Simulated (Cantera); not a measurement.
Input (Python, Cantera) and output of one run.

```python
import numpy as np
import cantera as ct

gas_names = [...]  # 95 gases of nasa_gas.yaml made of C, F, H
cond_names = """
    C(gr) C6H6(L) C7H8(L) C8H18(L),n-octa
""".split()


# ... load() reads the species with a 1 bar reference pressure and builds the phases ...
atoms = {
    'CHF3': {'C': 1, 'H': 1, 'F': 3},
}
top_T = {'C(gr)': 4500}  # K; cautious upper limits of use, not melting points


# ... equilibrate(T, P, feed) seeds the gas with the atoms and calls Mixture.equilibrate('TP', solver="vcs", rtol=1e-11, max_steps=5000) ...
results = []
feed = {'CHF3': 1}  # mol
T = 1498  # K
P = 4.4  # Pa
mix = equilibrate(T, P, feed)
results.append((T, P, feed, dict(zip(mix.species_names, mix.species_moles))))
print(gas.report(threshold=0.0001))
for i in range(1, mix.n_phases):
    print(f"{mix.phase(i).name:16s} {mix.phase_moles(i):12.5e} mol")
```

Result:

```
       temperature   1498 K
          pressure   4.4 Pa
           density   1.5022e-05 kg/m^3
  mean mol. weight   42.523 kg/kmol
   phase of matter   gas

                          1 kg             1 kmol
                     ---------------   ---------------
          enthalpy       -1.0067e+07       -4.2806e+08  J
   internal energy        -1.036e+07       -4.4051e+08  J
           entropy            8713.9        3.7054e+05  J/K
    Gibbs function        -2.312e+07       -9.8313e+08  J
 heat capacity c_p            1311.3             55762  J/K
 heat capacity c_v            1115.8             47447  J/K

                      mass frac. Y      mole frac. X     chem. pot. / RT
                     ---------------   ---------------   ---------------
               CF2         0.0042207          0.003589           -63.845
               CF3        0.00026527        0.00016346           -94.674
               CF4           0.68186           0.32947            -125.5
                 F         0.0011947         0.0026739           -30.829
                HF           0.31245           0.66411           -56.102
     [  +90 minor]        5.1769e-07        5.9734e-07

C(gr)             4.98242e-01 mol
```

Cantera equilibrium calculation (NASA polynomials, part measured and part estimated; ideal gas, pure solids and liquids). Gases not in the tables: C2F6 and larger saturated fluorocarbons.
